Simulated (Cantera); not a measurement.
# Thermodynamics of abatement and gas-phase synthesis, feed H₂S + SO₂ + H₂

Feed: 1 mol H₂S, a varied amount of SO₂, 0.61 mol H₂, held at 1750 K and 0.100 bar.

Equilibrium computed with Cantera from the NASA thermochemical tables; the gas is ideal and each condensed phase is pure. Candidate condensed phases: H₂O, H₂SO₄, S; 19 gas species. Kinetics and transport are ignored.

From 0.012 mol SO₂ to 0.42 mol SO₂ nothing is condensed.

```tsv
n(SO₂) (mol)	log p H₂	log p H₂O	log p S₂	log p H₂S	log p SO₂	log p SH	log p SO	log p S₂O
0.012	-1.17	-2.92	-1.73	-1.93	-6.34	-2.87	-5.06	-5.79
0.017	-1.18	-2.77	-1.73	-1.93	-6.03	-2.87	-4.91	-5.63
0.026	-1.18	-2.59	-1.72	-1.94	-5.65	-2.87	-4.72	-5.43
0.038	-1.19	-2.43	-1.71	-1.94	-5.30	-2.88	-4.54	-5.26
0.057	-1.21	-2.26	-1.70	-1.95	-4.92	-2.88	-4.35	-5.06
0.085	-1.23	-2.09	-1.69	-1.96	-4.54	-2.88	-4.15	-4.86
0.13	-1.26	-1.91	-1.67	-1.99	-4.11	-2.89	-3.93	-4.63
0.19	-1.31	-1.76	-1.65	-2.03	-3.69	-2.90	-3.72	-4.40
0.28	-1.39	-1.62	-1.62	-2.09	-3.24	-2.92	-3.49	-4.15
0.42	-1.51	-1.49	-1.58	-2.19	-2.73	-2.97	-3.22	-3.88
```
log p: log10 of the partial pressure in bar; nothing condenses.
